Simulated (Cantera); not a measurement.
Stirred combustor or abatement burner

A perfectly stirred reactor is fed with CH₄ : C₂H₆ : O₂ : N₂ = 1 : 0.4 : 2.43 : 13.4 (molar parts), equivalence ratio 1.4, at 6680 Torr; it is adiabatic with a 450 K inlet, and is followed from long to short residence time, starting on the burning branch (τ in s: 0.27, 0.11, 0.048, 0.021, 0.0088, 0.0037, 0.0016, 0.00067, 0.00029, 0.00012, 5.2e-05, 2.2e-05).

Model: GRI-Mech 3.0 (53 species, 325 reactions), integrated in Cantera.

| τ (s) | T (K) | x CH₄ | x C₂H₆ | x O₂ | x C₂H | x CH₂CO | x CO |
|---|---|---|---|---|---|---|---|
| 0.27 | 1799 | 0.00271 | 2.19e-6 | 0.000156 | 7.45e-9 | 3.75e-6 | 0.0504 |
| 0.11 | 1804 | 0.00365 | 5.11e-6 | 0.000344 | 1.39e-8 | 8.08e-6 | 0.0474 |
| 0.048 | 1805 | 0.00450 | 1.07e-5 | 0.000689 | 2.22e-8 | 1.58e-5 | 0.0451 |
| 0.021 | 1802 | 0.00521 | 2.17e-5 | 0.00132 | 3.24e-8 | 3.01e-5 | 0.0436 |
| 0.0088 | 1790 | 0.00576 | 4.49e-5 | 0.00247 | 4.40e-8 | 5.76e-5 | 0.0434 |
| 0.0037 | 1767 | 0.00615 | 9.25e-5 | 0.00444 | 5.36e-8 | 0.000107 | 0.0449 |
| 0.0016 | 1724 | 0.00677 | 0.000195 | 0.00799 | 5.26e-8 | 0.000195 | 0.0479 |
| 0.00067 | 1577 | 0.0104 | 0.000712 | 0.0212 | 1.35e-8 | 0.000575 | 0.0530 |
| 0.00029 | 450 | 0.0580 | 0.0232 | 0.141 | <1e-12 | <1e-12 | <1e-12 |
| 0.00012 | 450 | 0.0580 | 0.0232 | 0.141 | <1e-12 | <1e-12 | <1e-12 |
| 5.2e-5 | 450 | 0.0580 | 0.0232 | 0.141 | <1e-12 | <1e-12 | <1e-12 |
| 2.2e-5 | 450 | 0.0580 | 0.0232 | 0.141 | <1e-12 | <1e-12 | <1e-12 |
x: mole fraction; the columns are a selection and need not sum to one.
